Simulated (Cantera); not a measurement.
Mixture: H2 : O2 : N2 : H2O = 1 : 0.312 : 1.17 : 0.14 (molar parts), equivalence ratio 1.6, at 14.0 bar, adiabatic and at constant pressure. Ignition delay is the time to a rise of 400 K.

Model: the H2/O2 subset of GRI-Mech 3.0, which has no nitrogen chemistry, integrated in Cantera. The hydrogen kinetics of GRI-Mech 3.0 are dated; newer H2 mechanisms differ, most at raised pressure. The pressure lies above the range GRI-Mech 3.0 was tuned for (to about 10 atm). Below about 950 K walls govern HO2 and H2O2 in real vessels.

Q: Predict: delay at 875 K; delay at 975 K; delay at 1075 K; delay at 1175 K; delay at 1275 K; delay at 1375 K; delay at 1475 K.

A: 
```json
{
  "delay at 875 K": "0.149 s",
  "delay at 975 K": "11.4 ms",
  "delay at 1075 K": "1.40 ms",
  "delay at 1175 K": "0.218 ms",
  "delay at 1275 K": "34.6 µs",
  "delay at 1375 K": "4.91 µs",
  "delay at 1475 K": "1.71 µs"
}
```
